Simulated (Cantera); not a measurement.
Premixed flame

A freely propagating, adiabatic, planar premixed flame of 4.52 % CH4, 4.98 % H2, 16.7 % O2, 73.8 % N2, unburnt at 675 K and 0.900 bar; multicomponent transport, grid criteria slope 0.08 and curve 0.16, no radiation.

Model: GRI-Mech 3.0 (53 species, 325 reactions), integrated in Cantera. Burning velocities carry a grid error of a few per cent, more on coarse grids.

| z (mm) | T (K) | u (m/s) | x CH4 | x H2 | x O2 | x NO2 | x CO | x HCN |
|---|---|---|---|---|---|---|---|---|
| -1.21 | 675 | 1.50 | 0.0453 | 0.0490 | 0.168 | <1e-8 | 6.23e-7 | <1e-8 |
| -0.809 | 676 | 1.50 | 0.0453 | 0.0475 | 0.168 | <1e-8 | 8.39e-6 | <1e-8 |
| -0.607 | 679 | 1.50 | 0.0453 | 0.0454 | 0.168 | <1e-8 | 4.48e-5 | <1e-8 |
| -0.404 | 701 | 1.55 | 0.0446 | 0.0410 | 0.167 | <1e-8 | 0.000395 | <1e-8 |
| -0.202 | 896 | 1.97 | 0.0366 | 0.0317 | 0.155 | <1e-8 | 0.00496 | 2.52e-8 |
| -0.101 | 1171 | 2.59 | 0.0232 | 0.0253 | 0.131 | <1e-8 | 0.0137 | 9.13e-8 |
| 0 | 1479 | 3.28 | 0.00704 | 0.0177 | 0.0974 | <1e-8 | 0.0245 | 2.34e-7 |
| 0.101 | 1632 | 3.62 | 0.000775 | 0.0103 | 0.0744 | <1e-8 | 0.0249 | 2.34e-7 |
| 0.202 | 1690 | 3.74 | 4.79e-5 | 0.00675 | 0.0654 | <1e-8 | 0.0197 | 1.07e-7 |
| 0.404 | 1760 | 3.88 | 2.12e-7 | 0.00520 | 0.0601 | <1e-8 | 0.0124 | 1.50e-8 |
| 0.809 | 1841 | 4.04 | <1e-8 | 0.00410 | 0.0569 | <1e-8 | 0.00687 | <1e-8 |
| 1.62 | 1914 | 4.18 | <1e-8 | 0.00257 | 0.0552 | <1e-8 | 0.00398 | <1e-8 |
| 3.23 | 1964 | 4.28 | <1e-8 | 0.00127 | 0.0544 | <1e-8 | 0.00207 | <1e-8 |
x: mole fraction of selected species; z is measured from the peak of heat release.

| Property | Result |
|---|---|
| laminar burning velocity | 150 cm/s |
| thermal thickness | 0.404 mm |
| peak x(CO) | 0.0261 |
| peak x(HCN) | 2.70e-7 |
| grid points | 135 |
